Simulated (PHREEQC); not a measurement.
Dissolve 0.063 mol Ba(OH)2 and 0.022 mol KBr per kg of water at 25 °C. Closed to the air; pH follows from the charge balance.

Model: ion-association model, wateq4f.dat, run in PHREEQC.

Question: The ionic strength comes out as 0.198 mol/kgw. What activity coefficients do Ba+2, OH-, Br-, K+, BaOH+ get?

Answer: Ba+2 0.30, OH- 0.71, Br- 0.75, K+ 0.71, BaOH+ 0.74.

Precipitation was switched off in this run. Species that the database lacks are ignored.
